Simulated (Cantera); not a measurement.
A Cantera script and its output.

```python
import numpy as np
import cantera as ct

gas = ct.Solution("gri30.yaml")
gas.TP = 300, 260000
flame = ct.CounterflowDiffusionFlame(gas, width=0.02)
flame.fuel_inlet.X, flame.fuel_inlet.T = {'C3H8': 1}, 300
flame.oxidizer_inlet.X, flame.oxidizer_inlet.T = {'O2': 0.21, 'N2': 0.79}, 473
flame.set_refine_criteria(ratio=3, slope=0.12, curve=0.24, prune=0.03)
show = ['OH', 'H', 'NO', 'CO', 'C2H2']

rows = []
print(f"{'mdot':>8s}{'a_max':>10s}{'a_mean':>10s}{'Tmax/K':>9s}" + "".join(f"{s:>11s}" for s in show) + "   (peak mole fractions)")
for i, mdot in enumerate([0.65, 1.1, 1.8, 2.9, 4.8, 7.8, 13]):  # kg/m2/s on the oxidiser side
    flame.oxidizer_inlet.mdot, flame.fuel_inlet.mdot = mdot, 1.4 * mdot
    flame.solve(loglevel=0, auto=(i == 0))
    if flame.T.max() < max(300, 473) + 100:
        print(f"{mdot:8.3g}  no burning solution found from the previous one")
        break
    dT = np.abs(np.gradient(flame.T, flame.grid))
    rows.append([flame.strain_rate("max"), flame.strain_rate("mean"), flame.T.max(),
                 *(flame.X[gas.species_index(s)].max() for s in show), max(dT[0], dT[-1]) / dT.max()])
    print(f"{mdot:8.3g}{rows[-1][0]:10.1f}{rows[-1][1]:10.1f}{rows[-1][2]:9.1f}" + "".join(f"{x:11.3e}" for x in rows[-1][3:-1]))
```

Output:

```
    mdot     a_max    a_mean   Tmax/K         OH          H         NO         CO       C2H2   (peak mole fractions)
    0.65     191.2      26.9   2177.2  6.112e-03  2.168e-03  3.222e-04  5.842e-02  4.341e-02
     1.1     313.3      45.6   2150.0  6.329e-03  2.442e-03  2.970e-04  5.782e-02  4.067e-02
     1.8     498.8      74.6   2125.6  6.509e-03  2.741e-03  2.720e-04  5.783e-02  3.797e-02
     2.9     780.4     120.2   2098.7  6.603e-03  3.042e-03  2.427e-04  5.818e-02  3.508e-02
     4.8    1248.3     198.9   2065.0  6.566e-03  3.344e-03  2.050e-04  5.877e-02  3.161e-02
     7.8    1954.8     323.3   2026.5  6.357e-03  3.582e-03  1.622e-04  5.979e-02  2.788e-02
      13    3137.5     538.8   1977.3  5.903e-03  3.713e-03  1.124e-04  6.173e-02  2.329e-02
```

Model: GRI-Mech 3.0 (53 species, 325 reactions), integrated in Cantera. GRI-Mech 3.0 was tuned for natural gas; its chemistry of propane as a main component is partial and can be far from experiment. GRI-Mech 3.0 has no aromatics or soot, which form on the fuel side of real flames. The maximum strain rate includes the flame's own expansion and is several times the mean.
